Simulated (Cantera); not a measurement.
## Thermodynamics of fluorocarbon and chlorocarbon gases, feed CH3F + F2 + H2

A closed system holds: 1 mol CH3F, 1.2 mol F2, 10 mol H2, at 203 Torr.

These are equilibrium values from Cantera (NASA tables, ideal gas, pure condensed phases), not measurements of a reactor. Candidate condensed phases: C, C6H6, C7H8, C8H18; 110 gas species. Ions and electrons are included (thermal ionisation). Rates play no part.

```csv
T (°C),log p H,log p H2,log p HF,log p F,log p C,log p C2H2 (acetylene),log p C3,log p C2H
2727,-1.23,-0.85,-1.21,-3.79,-4.32,-2.12,-3.59,-3.26
3227,-0.82,-1.19,-1.32,-2.83,-2.95,-2.70,-2.79,-2.83
3727,-0.69,-1.78,-1.52,-2.04,-2.23,-4.09,-3.14,-3.31
4227,-0.66,-2.39,-1.94,-1.62,-2.03,-6.05,-4.49,-4.48
4727,-0.65,-2.91,-2.52,-1.51,-2.01,-7.92,-6.00,-5.71
```
log p: log10 of the partial pressure in bar; nothing condenses.

From 2727 °C to 4727 °C nothing is condensed. The main C-bearing gas is C2H2 (acetylene) at 2727 °C and C at 4727 °C.
